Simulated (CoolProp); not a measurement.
The fluid at 298.15 K and 0.255 MPa (stagnation) flows isentropically through a choked orifice. The same conditions are run with several fluids, on thermodynamics alone (safety and materials aside).

Model: reference Helmholtz-energy equation of state of each fluid (R152A: Outcalt 1996; nitrous oxide: Lemmon 2006; propane: Lemmon 2009; ammonia: Gao 2020; ethane: Bücker 2006), in CoolProp.

Q: Rank R152A, nitrous oxide, propane, ammonia, ethane by throat to inlet pressure ratio, highest first.

A: propane (0.581), R152A (0.578), ethane (0.565), nitrous oxide (0.547), ammonia (0.544)

| fluid | mass flux (kg/(m² s)) | throat temperature (K) |
|---|---|---|
| R152A | 857 | 277.0 |
| nitrous oxide | 718 | 260.7 |
| propane | 693 | 279.0 |
| ammonia | 453 | 258.7 |
| ethane | 580 | 271.1 |
